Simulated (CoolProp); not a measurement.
Values from CoolProp's reference Helmholtz-energy equation of state, Lemmon 2016.

**Question.** For R227EA, give the phase and the density (kg/m³), viscosity (µPa s) at 201.85 °C and 2.09 MPa; 201.85 °C and 4.18 MPa.

**Answer.** 
- 201.85 °C and 2.09 MPa: gas; density 100, viscosity 19.3
- 201.85 °C and 4.18 MPa: supercritical; density 226, viscosity 21.8

Viscosity comes from a separate model (Huber 2003), an estimate that may be off by 10 % or more.
